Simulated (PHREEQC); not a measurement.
## Copper plating or etch bath

Dissolve 0.055 mmol/kgw CuCl2, 0.8 mmol/kgw H2SO4 and 2.5 mmol/kgw H3BO3 at 25 °C and 500 atm. Closed to the air; pH follows from the charge balance.

Equilibrium calculation in PHREEQC: ion-association model, phreeqc.dat.

No solid was allowed to form.

Question: What pH does the model give?

Answer: pH 2.83.

Question: In which forms is Cu present?

Answer: Cu+2 94 %, CuSO4 5.9 % of the Cu.

Under pressure, the constants of complexes without a molar volume in the database are unreliable.
